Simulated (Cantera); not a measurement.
Cantera run, input and output.

```python
import numpy as np
import cantera as ct

gas = ct.Solution("h2o2.yaml")
gas.TPX = 1273, 2666, {'H2': 0.22, 'O2': 1, 'N2': 1.1}
inlet = ct.Reservoir(gas, clone=True)

reactor = ct.IdealGasConstPressureReactor(gas, energy="off", clone=False)
exhaust = ct.Reservoir(gas, clone=True)
tau = [9.6, 2.6, 0.69, 0.18, 0.049, 0.013, 0.0035, 0.00094, 0.00025][0]
for a, b in ((inlet, reactor), (reactor, exhaust)):
    ct.MassFlowController(a, b, mdot=lambda t: reactor.mass / tau)
net = ct.ReactorNet([reactor])
show = ['H2', 'O2', 'H2O', 'OH', 'H2O2', 'HO2']

rows = []
print(f"{'tau/s':>10s}{'T/K':>9s}" + "".join(f"{s:>11s}" for s in show))
for tau in [9.6, 2.6, 0.69, 0.18, 0.049, 0.013, 0.0035, 0.00094, 0.00025]:
    net.initial_time = 0.0
    net.advance(30 * tau)
    before = gas.X
    net.advance(40 * tau)
    drift = np.max(np.abs(gas.X - before) / (gas.X + 1e-9))
    rows.append([gas.T, *gas[show].X, drift])
    print(f"{tau:10.3e}{gas.T:9.1f}" + "".join(f"{x:11.3e}" for x in gas[show].X))
```

It prints:

```
     tau/s      T/K         H2         O2        H2O         OH       H2O2        HO2
 9.600e+00   1273.0  6.423e-05  4.023e-01  9.911e-02  6.419e-04  6.356e-08  8.393e-07
 2.600e+00   1273.0  1.503e-04  4.018e-01  9.877e-02  9.927e-04  9.849e-08  1.526e-06
 6.900e-01   1273.0  3.513e-04  4.008e-01  9.807e-02  1.540e-03  1.441e-07  2.498e-06
 1.800e-01   1273.0  8.113e-04  3.987e-01  9.649e-02  2.377e-03  1.946e-07  3.608e-06
 4.900e-02   1273.0  1.746e-03  3.944e-01  9.302e-02  3.520e-03  2.340e-07  4.524e-06
 1.300e-02   1273.0  3.494e-03  3.873e-01  8.594e-02  4.905e-03  2.500e-07  5.024e-06
 3.500e-03   1273.0  6.384e-03  3.809e-01  7.619e-02  6.168e-03  2.578e-07  5.092e-06
 9.400e-04   1273.0  1.284e-02  3.816e-01  6.530e-02  7.353e-03  2.997e-07  4.996e-06
 2.500e-04   1273.0  3.130e-02  3.931e-01  4.751e-02  7.898e-03  3.468e-07  4.636e-06
```

Model: the H2/O2 subset of GRI-Mech 3.0, which has no nitrogen chemistry, integrated in Cantera. Radical loss at walls, strong at low pressure, is not modelled. The temperature is held fixed by assumption; the heat of reaction is taken as removed at once.
